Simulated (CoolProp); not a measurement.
Values from CoolProp's reference Helmholtz-energy equation of state, Platzer 1990. This equation is an older, rougher fit; its heat capacities, sound speeds and derivatives of the liquid may be far off and weren't checked against measurements.

Task: Give the vapour pressure (kPa), liquid density (kg/m³), vapour Z, liquid viscosity (µPa s) of saturated CF4 (R14) at 158.1, 196.9, 209.8 K.

Result: 
```
T (K)  p (kPa)  liquid density (kg/m³)  vapour Z  liquid viscosity (µPa s)
-----  -------  ----------------------  --------  ------------------------
158.1      233                    1530     0.935                       186
196.9     1390                    1270     0.755                       103
209.8     2170                    1140     0.651                      81.9
```

Viscosity comes from a separate model (Huber 2003), an estimate that may be off by 10 % or more.
